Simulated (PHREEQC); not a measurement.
0.71 g of hydrous ferric oxide (600 m²/g; 0.2 weak and 0.005 strong sites per Fe, Dzombak-Morel constants, diffuse double layer) in 1 kg of water with 0.01 mol/kgw of an inert sodium salt and 4.6e-05 mol/kgw Na2SeO4, at 25 °C; the pH is set by adding NaOH or the inert anion's acid. Oxygen is held at 0.21 atm. CO2 from the air is kept out. No solid was allowed to form.

The series has 17 steps of pH, from 4 to 12.

Model: ion-association model, wateq4f.dat, run in PHREEQC.

**Question.** Near which pH is half of the Se sorbed, and on which side is more sorbed?

**Answer.** Near pH 6.8, with more sorbed at lower pH.

Complexes and solids missing from the database can't appear.
